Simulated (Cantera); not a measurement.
Input: 1 mol HMDSO, 1.3 mol H₂O, 190 mol N₂, equilibrated at 1175 K and 0.00130 bar.

Method: chemical equilibrium by Gibbs-energy minimisation in Cantera with the NASA 1993 tables (ideal gas, pure condensed phases). Candidate condensed phases: C, C₆H₆, C₇H₈, C₈H₁₈, H₂O, Si, SiC, SiO₂, Si₂N₂O, Si₃N₄; 151 gas species. The feed counts by its element totals alone. N₂ is the only nitrogen source here; it is nearly inert below about 1500 K, so the nitride shown seldom forms there in practice. Kinetics and transport are ignored.

Base state: N₂ 0.942, H₂ 0.0513, CO 0.00648, HCN 1.24e-5 (mole fractions); condensed: C(graphite) + Si₂N₂O(s).

Problem. What changes in the equilibrium state with this change: HMDSO replaced by TEOS?

Solution. 
| species | before | after |
|---|---|---|
| N₂ | 0.942 | 0.922 |
| H₂ | 0.0513 | 0.0550 |
| CO | 0.00648 | 0.0233 |
| HCN | 1.24e-5 | 1.26e-5 |
| C(graphite), mol | 4.70 | 3.20 |
| Si₂N₂O(s), mol | 1.000 | 0.500 |

Problem. What changes in the equilibrium state with this change: HMDSO replaced by Si₂H₆?

Solution. 
```json
[
 {"species": "N₂", "before": "0.942", "after": "0.978"},
 {"species": "H₂", "before": "0.0513", "after": "0.0222"},
 {"species": "CO", "before": "0.00648", "after": "0"},
 {"species": "HCN", "before": "1.24e-5", "after": "0"},
 {"species": "C(graphite), mol", "before": "4.70", "after": "0"},
 {"species": "Si₂N₂O(s), mol", "before": "1.000", "after": "0.900"},
 {"species": "SiO₂(β-quartz), mol", "before": "0", "after": "0.200"}
]
```
Mutual solubility and eutectic melting of coexisting phases are not modelled. The tables hold silica as quartz up to 1696 K and as liquid above; real silica turns to tridymite and cristobalite and melts near 1996 K.

Problem. What changes in the equilibrium state with this change: HMDSO replaced by SiCl₄?

Solution. 
```
species               before    after
-------------------  -------  -------
N₂                     0.942    0.985
HCl                        0   0.0135
SiCl₄                      0  0.00180
H₂                    0.0513  2.62e-6
CO                   0.00648        0
Cl                         0  2.47e-5
SiCl₃                      0  1.66e-5
C(graphite), mol        4.70        0
Si₂N₂O(s), mol         1.000        0
SiO₂(β-quartz), mol        0    0.650
```
The tables' values for SiCl₃ are old estimates; treat these amounts as uncertain. The tables hold silica as quartz up to 1696 K and as liquid above; real silica turns to tridymite and cristobalite and melts near 1996 K. Further candidate phases: NH₄Cl.
